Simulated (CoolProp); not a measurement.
R236EA along the isotherm -22.85 °C: fugacity coefficient from the reference equation and from simpler models built on Tc = 139.3 °C, pc = 34.14 bar, ω = 0.368; each cubic takes its own stable root.

Values from CoolProp's reference Helmholtz-energy equation of state, Rui 2013.

```json
[
 {"p (bar)": "5.45", "phase": "liquid", "reference": "0.04846"},
 {"p (bar)": "10.9", "phase": "liquid", "reference": "0.02485"},
 {"p (bar)": "16.4", "phase": "liquid", "reference": "0.01694"},
 {"p (bar)": "21.8", "phase": "liquid", "reference": "0.01307"},
 {"p (bar)": "27.3", "phase": "liquid", "reference": "0.01071"},
 {"p (bar)": "32.7", "phase": "liquid", "reference": "0.009166"},
 {"p (bar)": "38.2", "phase": "liquid", "reference": "0.008049"},
 {"p (bar)": "43.6", "phase": "liquid", "reference": "0.007231"},
 {"p (bar)": "49.1", "phase": "liquid", "reference": "0.006586"},
 {"p (bar)": "54.5", "phase": "liquid", "reference": "0.006084"},
 {"p (bar)": "60", "phase": "liquid", "reference": "0.005668"}
]
```

Question: How far does each simpler model (van der Waals, Redlich-Kwong, Peng-Robinson) lie from the reference over these 11 states: mean and median of the absolute difference, and the worst?

Answer: 
- van der Waals: mean 1114.9 %, median 1114.3 %, worst +1218.1 % at -22.85 °C and 60 bar
- Redlich-Kwong: mean 201.7 %, median 201.8 %, worst +207.0 % at -22.85 °C and 60 bar
- Peng-Robinson: mean 2.2 %, median 2.1 %, worst +2.5 % at -22.85 °C and 5.45 bar
